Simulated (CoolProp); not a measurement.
The numbers come from the reference Helmholtz-energy equation of state, Lemmon 2005 in CoolProp.

**Question.** Give the vapour pressure (bar), vapour density (kg/m³), enthalpy of vaporisation (kJ/kg), surface tension (mN/m) of saturated R125 at -41.25, -33.85 °C.

**Answer.** 
| T (°C) | p (bar) | vapour density (kg/m³) | enthalpy of vaporisation (kJ/kg) | surface tension (mN/m) |
|---|---|---|---|---|
| -41.25 | 1.40 | 9.22 | 160 | 12.6 |
| -33.85 | 1.94 | 12.6 | 156 | 11.6 |

Surface tension comes from a separate correlation (Mulero 2012).
